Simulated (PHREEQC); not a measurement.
Synthetic water in mg/L, 46 °C, pH 8.66, pe 11.4: Na 108; K 31.5; Ca 81; Mg 36.4; Cl 174; S(6) as SO4 256; Alkalinity as HCO3 137; Cd 3.21; Cu(2) 21.2; Si as SiO2 18.4.

Valence states are taken as typed.

Model: ion-association model, wateq4f.dat, run in PHREEQC.

| Item | Result |
|---|---|
| ionic strength | 0.0155 mol/kgw |
| activity of water | 0.932 |
| charge-balance error | 3.7 % |

```csv
species,molality,activity,log γ
O2,3.97,3.98,0.002
Cl-,0.00491,0.00430,-0.057
Na+,0.00466,0.00410,-0.055
SO4-2,0.00201,0.00121,-0.220
Ca+2,0.00163,0.000992,-0.216
HCO3-,0.00114,0.00101,-0.054
Mg+2,0.00113,0.000693,-0.212
K+,0.000797,0.000698,-0.057
MgSO4,0.000325,0.000326,0.002
```

No solid was allowed to form. Saturation is exceeded, for instance for Otavite, Malachite; the values hold only as long as no solid forms. Complexes and solids missing from the database can't appear. At this temperature some constants are extrapolated from 25 °C, and those without enthalpy data are left unchanged. The database's constant for dissolved Cu(OH)2 is higher than later reviews accept.
